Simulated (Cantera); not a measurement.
**Stirred combustor or abatement burner**

A perfectly stirred reactor is fed with 21.7 % H2, 16.4 % O2, 61.8 % N2, 0.141 % CO2, at 0.330 bar; it is adiabatic with a 750 K inlet, and is followed from long to short residence time, starting on the burning branch (τ in s: 0.13, 0.071, 0.039, 0.021, 0.012, 0.0064, 0.0035, 0.0019, 0.0011, 0.00058, 0.00032, 0.00017, 9.5e-05).

Detailed kinetics in Cantera: GRI-Mech 3.0 (53 species, 325 reactions).

| τ (s) | T (K) | x H2 | x O2 | x OH | x N2O | x H | x NO | x H2O2 |
|---|---|---|---|---|---|---|---|---|
| 0.13 | 2247 | 0.00322 | 0.0595 | 0.00989 | 1.83e-7 | 0.000912 | 0.00261 | 1.21e-7 |
| 0.071 | 2240 | 0.00364 | 0.0599 | 0.0105 | 1.74e-7 | 0.00111 | 0.00175 | 1.16e-7 |
| 0.039 | 2227 | 0.00437 | 0.0601 | 0.0114 | 1.61e-7 | 0.00148 | 0.00113 | 1.11e-7 |
| 0.021 | 2203 | 0.00562 | 0.0603 | 0.0126 | 1.40e-7 | 0.00221 | 0.000700 | 1.09e-7 |
| 0.012 | 2170 | 0.00731 | 0.0606 | 0.0139 | 1.18e-7 | 0.00339 | 0.000431 | 1.13e-7 |
| 0.0064 | 2116 | 0.00984 | 0.0610 | 0.0154 | 9.44e-8 | 0.00563 | 0.000232 | 1.30e-7 |
| 0.0035 | 2048 | 0.0128 | 0.0618 | 0.0164 | 7.70e-8 | 0.00898 | 0.000123 | 1.62e-7 |
| 0.0019 | 1963 | 0.0160 | 0.0629 | 0.0168 | 6.42e-8 | 0.0139 | 7.03e-5 | 2.20e-7 |
| 0.0011 | 1875 | 0.0188 | 0.0642 | 0.0165 | 5.58e-8 | 0.0196 | 4.94e-5 | 3.09e-7 |
| 0.00058 | 1761 | 0.0219 | 0.0663 | 0.0153 | 4.81e-8 | 0.0278 | 3.65e-5 | 4.98e-7 |
| 0.00032 | 1649 | 0.0247 | 0.0688 | 0.0135 | 4.19e-8 | 0.0367 | 2.70e-5 | 8.16e-7 |
| 0.00017 | 1526 | 0.0284 | 0.0727 | 0.0112 | 3.54e-8 | 0.0465 | 1.76e-5 | 1.37e-6 |
| 9.5e-5 | 1410 | 0.0355 | 0.0786 | 0.00902 | 2.81e-8 | 0.0543 | 9.98e-6 | 2.04e-6 |
x: mole fraction; the columns are a selection and need not sum to one.
